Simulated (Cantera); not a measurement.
# Equilibrium for silicon oxide and oxynitride deposition: HMDSO + N₂O

A closed system holds: 1 mol HMDSO, 0.2 mol N₂O, equilibrated at 100000 Pa.

Equilibrium computed with Cantera from the NASA thermochemical tables; the gas is ideal and each condensed phase is pure. Candidate condensed phases: C, C₆H₆, C₇H₈, C₈H₁₈, H₂O, Si, SiC, SiO₂, Si₂N₂O, Si₃N₄; 151 gas species. The feed counts by its element totals alone. Mutual solubility and eutectic melting of coexisting phases are not modelled. Equilibrium is a limit: real reactors are often held back by kinetics, nucleation or transport.

From 650 K to 800 K the condensed part is C(graphite) + SiC(s) + SiO₂(α-quartz) + Si₂N₂O(s). From 850 K to 1100 K the condensed part is C(graphite) + SiC(s) + SiO₂(β-quartz) + Si₂N₂O(s).

```tsv
T (K)	x H₂	x CH₄	x C₂H₆	x CO	x C₂H₄	x H₂O	x H	x CH₃	n C(graphite)	n SiC(s)	n SiO₂(α-quartz)	n Si₂N₂O(s)	n SiO₂(β-quartz)
650	0.178	0.822	6.53e-6	<1e-12	1.33e-9	<1e-12	<1e-12	<1e-12	0.839	1.10	0.500	0.200	0
700	0.289	0.711	7.60e-6	<1e-12	6.19e-9	2.18e-12	<1e-12	<1e-12	1.16	1.10	0.500	0.200	0
750	0.424	0.576	7.64e-6	<1e-12	2.16e-8	2.30e-11	<1e-12	3.80e-12	1.61	1.10	0.500	0.200	0
800	0.567	0.433	6.60e-6	1.29e-11	5.81e-8	1.71e-10	2.18e-12	2.40e-11	2.18	1.10	0.500	0.200	0
850	0.697	0.303	4.96e-6	1.93e-10	1.26e-7	9.51e-10	1.71e-11	1.13e-10	2.81	1.10	0	0.200	0.500
900	0.800	0.200	3.33e-6	2.13e-9	2.26e-7	4.14e-9	1.05e-10	4.18e-10	3.40	1.10	0	0.200	0.500
950	0.872	0.128	2.07e-6	1.82e-8	3.53e-7	1.48e-8	5.20e-10	1.27e-9	3.88	1.10	0	0.200	0.500
1000	0.919	0.0807	1.25e-6	1.25e-7	5.00e-7	4.54e-8	2.18e-9	3.30e-9	4.23	1.10	0	0.200	0.500
1050	0.948	0.0515	7.51e-7	7.12e-7	6.61e-7	1.23e-7	7.90e-9	7.64e-9	4.46	1.10	0	0.200	0.500
1100	0.966	0.0335	4.58e-7	3.45e-6	8.35e-7	2.99e-7	2.54e-8	1.61e-8	4.61	1.10	0	0.200	0.500
```
x: gas mole fraction; n: condensed amount in mol.
